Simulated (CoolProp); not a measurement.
Model: reference Helmholtz-energy equation of state, Penoncello 2003, in CoolProp.

Q: Give the vapour pressure (bar), liquid density (kg/m³), enthalpy of vaporisation (kJ/kg), liquid viscosity (µPa s) of saturated CHF3 (R23) at -80.15 °C.

A: 
```tsv
T (°C)	p (bar)	liquid density (kg/m³)	enthalpy of vaporisation (kJ/kg)	liquid viscosity (µPa s)
-80.15	1.13	1440	238	296
```

Viscosity comes from a separate model (Shan 2000).
